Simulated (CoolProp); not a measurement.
Vapour-liquid equilibrium of m-xylene (1) + o-xylene (2) at 438.2 K; x and y are mole fractions of (1).

Computed with CoolProp (multi-fluid Helmholtz-energy mixture model, Zhou 2012 and Zhou 2012; pair parameters Bell 2016).

```json
[
 {"x": "0.05", "bubble pressure, mixture model (MPa)": "0.1711", "bubble pressure, Raoult's law (MPa)": "0.1712", "y, mixture model": "0.056", "y, Raoult's law": "0.057"},
 {"x": "0.125", "bubble pressure, mixture model (MPa)": "0.1728", "bubble pressure, Raoult's law (MPa)": "0.1730", "y, mixture model": "0.138", "y, Raoult's law": "0.140"},
 {"x": "0.2", "bubble pressure, mixture model (MPa)": "0.1745", "bubble pressure, Raoult's law (MPa)": "0.1748", "y, mixture model": "0.220", "y, Raoult's law": "0.222"},
 {"x": "0.275", "bubble pressure, mixture model (MPa)": "0.1764", "bubble pressure, Raoult's law (MPa)": "0.1766", "y, mixture model": "0.301", "y, Raoult's law": "0.302"},
 {"x": "0.35", "bubble pressure, mixture model (MPa)": "0.1782", "bubble pressure, Raoult's law (MPa)": "0.1784", "y, mixture model": "0.379", "y, Raoult's law": "0.381"},
 {"x": "0.425", "bubble pressure, mixture model (MPa)": "0.1801", "bubble pressure, Raoult's law (MPa)": "0.1802", "y, mixture model": "0.457", "y, Raoult's law": "0.458"},
 {"x": "0.5", "bubble pressure, mixture model (MPa)": "0.1820", "bubble pressure, Raoult's law (MPa)": "0.1820", "y, mixture model": "0.532", "y, Raoult's law": "0.533"},
 {"x": "0.575", "bubble pressure, mixture model (MPa)": "0.1839", "bubble pressure, Raoult's law (MPa)": "0.1838", "y, mixture model": "0.606", "y, Raoult's law": "0.607"},
 {"x": "0.65", "bubble pressure, mixture model (MPa)": "0.1858", "bubble pressure, Raoult's law (MPa)": "0.1856", "y, mixture model": "0.678", "y, Raoult's law": "0.679"},
 {"x": "0.725", "bubble pressure, mixture model (MPa)": "0.1876", "bubble pressure, Raoult's law (MPa)": "0.1874", "y, mixture model": "0.749", "y, Raoult's law": "0.751"},
 {"x": "0.8", "bubble pressure, mixture model (MPa)": "0.1894", "bubble pressure, Raoult's law (MPa)": "0.1892", "y, mixture model": "0.819", "y, Raoult's law": "0.820"},
 {"x": "0.875", "bubble pressure, mixture model (MPa)": "0.1912", "bubble pressure, Raoult's law (MPa)": "0.1910", "y, mixture model": "0.887", "y, Raoult's law": "0.889"},
 {"x": "0.95", "bubble pressure, mixture model (MPa)": "0.1929", "bubble pressure, Raoult's law (MPa)": "0.1928", "y, mixture model": "0.955", "y, Raoult's law": "0.956"}
]
```

The largest gap from Raoult's law is -0.2 % in bubble pressure, at x = 0.2. No azeotrope shows between x = 0.05 and 0.95.

The pair parameters rest on a limited set of measurements; away from them the model extrapolates.
